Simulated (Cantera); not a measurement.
A Cantera script and its output.

```python
import numpy as np
import cantera as ct

gas = ct.Solution("gri30.yaml", transport_model="multicomponent")
show = ['CH3', 'NO', 'H2']

rows = []
print(f"{'T/K':>7s}{'rho':>11s}{'cp':>10s}{'mu':>11s}{'lambda':>11s}{'Pr':>7s}" + "".join(f"{'D_' + s:>11s}" for s in show))
for T in [400, 600, 800, 1000, 1200, 1400, 1600]:
    gas.TPX = T, 1333, {'N2': 0.99}
    Pr = gas.cp_mass * gas.viscosity / gas.thermal_conductivity
    D = [gas.mix_diff_coeffs_mole[gas.species_index(s)] for s in show]
    rows.append([gas.density, gas.cp_mass, gas.viscosity, gas.thermal_conductivity, Pr, *D])
    print(f"{T:7g}{gas.density:11.4e}{gas.cp_mass:10.1f}{gas.viscosity:11.4e}"
          f"{gas.thermal_conductivity:11.4e}{Pr:7.3f}" + "".join(f"{d:11.4e}" for d in D))
print("SI units: kg/m3, J/kg/K, Pa s, W/m/K, m2/s")
```

Output:

```
    T/K        rho        cp         mu     lambda     Pr      D_CH3       D_NO       D_H2
    400 1.1228e-02    1046.6 2.2340e-05 3.2949e-02  0.710 2.8490e-03 2.5750e-03 9.6439e-03
    600 7.4855e-03    1074.0 2.9584e-05 4.4978e-02  0.706 5.7357e-03 5.1433e-03 1.9027e-02
    800 5.6141e-03    1120.7 3.5844e-05 5.6920e-02  0.706 9.3373e-03 8.3436e-03 3.0710e-02
   1000 4.4913e-03    1169.5 4.1498e-05 6.8763e-02  0.706 1.3580e-02 1.2113e-02 4.4473e-02
   1200 3.7427e-03    1203.2 4.6730e-05 7.9682e-02  0.706 1.8414e-02 1.6407e-02 6.0161e-02
   1400 3.2081e-03    1230.7 5.1644e-05 9.0086e-02  0.706 2.3802e-02 2.1194e-02 7.7656e-02
   1600 2.8071e-03    1252.9 5.6307e-05 1.0000e-01  0.705 2.9715e-02 2.6449e-02 9.6867e-02
SI units: kg/m3, J/kg/K, Pa s, W/m/K, m2/s
```

Detailed kinetics in Cantera: GRI-Mech 3.0 (53 species, 325 reactions).
